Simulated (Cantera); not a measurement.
B2O3 + O2 + N2 (boron, boron nitride and boron oxide)

Input: 1 mol B2O3, 0.26 mol O2, 0.85 mol N2, at 43.0 Pa.

Method: chemical equilibrium by Gibbs-energy minimisation in Cantera with the NASA 1993 tables (ideal gas, pure condensed phases). Candidate condensed phases: B, BN, B2O3; 17 gas species. The numbers say what is thermodynamically allowed, not how fast it happens.

| T (K) | x N2 | x B2O3 | x O2 | x BO2 | x BO | x O | n B2O3(l) |
|---|---|---|---|---|---|---|---|
| 998 | 0.766 | 7.08e-9 | 0.234 | 4.04e-9 | <1e-12 | 3.45e-9 | 1.00 |
| 1098 | 0.766 | 5.50e-7 | 0.234 | 1.57e-7 | <1e-12 | 5.54e-8 | 1.000 |
| 1198 | 0.766 | 2.00e-5 | 0.234 | 3.28e-6 | <1e-12 | 5.60e-7 | 1.000 |
| 1298 | 0.765 | 0.000410 | 0.234 | 4.22e-5 | 1.00e-10 | 3.98e-6 | 1.000 |
| 1398 | 0.761 | 0.00533 | 0.232 | 0.000374 | 5.63e-9 | 2.13e-5 | 0.994 |
| 1498 | 0.727 | 0.0484 | 0.221 | 0.00243 | 1.84e-7 | 8.95e-5 | 0.942 |
| 1598 | 0.506 | 0.329 | 0.151 | 0.0114 | 4.21e-6 | 0.000266 | 0.439 |
| 1698 | 0.400 | 0.460 | 0.116 | 0.0230 | 3.31e-5 | 0.000718 | 0 |
| 1798 | 0.397 | 0.450 | 0.110 | 0.0383 | 0.000167 | 0.00191 | 0 |
| 1898 | 0.394 | 0.435 | 0.103 | 0.0597 | 0.000714 | 0.00453 | 0 |
| 1998 | 0.390 | 0.415 | 0.0919 | 0.0873 | 0.00263 | 0.00963 | 0 |
| 2098 | 0.382 | 0.388 | 0.0785 | 0.120 | 0.00859 | 0.0185 | 0 |
| 2198 | 0.371 | 0.350 | 0.0635 | 0.154 | 0.0250 | 0.0324 | 0 |
| 2298 | 0.352 | 0.293 | 0.0499 | 0.183 | 0.0642 | 0.0529 | 0 |
x: gas mole fraction; n: condensed amount in mol.

From 998 K to 1598 K the condensed part is B2O3(l). From 1698 K to 2298 K nothing is condensed.
